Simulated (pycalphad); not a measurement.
Computed with pycalphad from the COST 507 light-alloy database (1999), at 1 atm. The data set is of 1999 and partly superseded. Phase fractions are per mole of atoms.

**Question.** Give the equilibrium state of Ti-5.1C (at.%) at 1227 °C.

**Answer.** bcc, fraction 0.878, with 1.2 C at.%; fcc, fraction 0.122, with 33.4 C at.%.

**Question.** Give the equilibrium state of Ti-5.1C (at.%) at 852 °C.

**Answer.** hcp, fraction 0.887, with 1.3 C at.%; fcc, fraction 0.113, with 34.8 C at.%.

The fcc model also describes the rock-salt carbide or nitride (TiC, TiN, HfC).
